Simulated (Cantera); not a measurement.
**Fluorocarbon and chlorocarbon gases: C2F6 + HCl**

Feed: 1 mol C2F6, 0.19 mol HCl, at 3.00e-5 bar.

Method: chemical equilibrium by Gibbs-energy minimisation in Cantera with the NASA 1993 tables (ideal gas, pure condensed phases). Candidate condensed phases: C, C6H6, C7H8, C8H18; 118 gas species. The feed counts by its element totals alone. Gases not in the tables: C2F6 and larger saturated fluorocarbons. Kinetics and transport are ignored.

```tsv
T (K)	x CF4	x HF	x Cl	x CF2	x F	x Cl2	n C(graphite)
1175	0.805	0.102	0.0753	1.39e-5	4.14e-6	0.0130	0.546
1250	0.797	0.103	0.0937	7.78e-5	2.88e-5	0.00433	0.547
1325	0.794	0.103	0.100	0.000358	0.000161	0.00127	0.547
1400	0.791	0.103	0.102	0.00140	0.000749	0.000390	0.546
1475	0.786	0.103	0.103	0.00473	0.00298	0.000131	0.544
1550	0.771	0.102	0.102	0.0141	0.0103	4.76e-5	0.539
1625	0.731	0.0992	0.0991	0.0373	0.0317	1.82e-5	0.526
1700	0.640	0.0924	0.0924	0.0864	0.0863	6.94e-6	0.502
```
x: gas mole fraction; n: condensed amount in mol.

From 1175 K to 1700 K the condensed part is C(graphite). The main C-bearing gas is CF4 throughout.
